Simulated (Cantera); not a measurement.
Feed: 1 mol Si, 0.13 mol H₂O, 0.24 mol N₂, held at 1100 K and 45.0 mbar.

Equilibrium computed with Cantera from the NASA thermochemical tables; the gas is ideal and each condensed phase is pure. Candidate condensed phases: H₂O, Si, SiO₂, Si₂N₂O, Si₃N₄; 35 gas species. N₂ is the only nitrogen source here; it is nearly inert below about 1500 K, so the nitride shown seldom forms there in practice. Mutual solubility and eutectic melting of coexisting phases are not modelled. Equilibrium is a limit: real reactors are often held back by kinetics, nucleation or transport.

Base state: H₂ 1.00 (mole fractions); condensed: Si(s) + Si₂N₂O(s) + Si₃N₄(s).

Problem. What changes in the equilibrium state with this change: Si replaced by B?

Solution. 
```tsv
species	before	after
H₂	1.00	0.999
B₃O₃H₃	0	0.00139
HBO	0	4.21e-5
Si(s), mol	0.575	0
Si₂N₂O(s), mol	0.130	0
Si₃N₄(s), mol	0.0550	0
B(s), mol	0	0.433
BN(s), mol	0	0.480
B₂O₃(l), mol	0	0.0432
```
Further candidate phases: B, BN, B₂O₃, B₃O₃H₃.

Problem. What changes in the equilibrium state with this change: Si replaced by PbO?

Solution. 
```
species            before     after
----------------  -------  --------
N₂                2.14e-8     0.649
H₂O                 <1e-9     0.351
PbO                     0  0.000138
H₂                   1.00   6.36e-7
Pb                      0   2.36e-5
O₂                  <1e-9   1.18e-5
Si(s), mol          0.575         0
Si₂N₂O(s), mol      0.130         0
Si₃N₄(s), mol      0.0550         0
PbO(yellow), mol        0     1.000
```
Further candidate phases: Pb, PbO, PbO₂, Pb₃O₄.

Problem. What changes in the equilibrium state with this change: temperature from 1100 K to 1723 K?

Solution. 
| species | before | after |
|---|---|---|
| H₂ | 1.00 | 0.945 |
| N₂ | 2.14e-8 | 0.0526 |
| SiO | <1e-9 | 0.00205 |
| Si | <1e-9 | 2.19e-5 |
| SiH₂ | 1.32e-9 | 1.60e-5 |
| H | 1.22e-7 | 0.000835 |
| Si(s), mol | 0.575 | 0 |
| Si₂N₂O(s), mol | 0.130 | 0.130 |
| Si₃N₄(s), mol | 0.0550 | 0.0515 |
| Si(l), mol | 0 | 0.586 |
Gases not in the tables: Si₂H₆ and higher silanes.
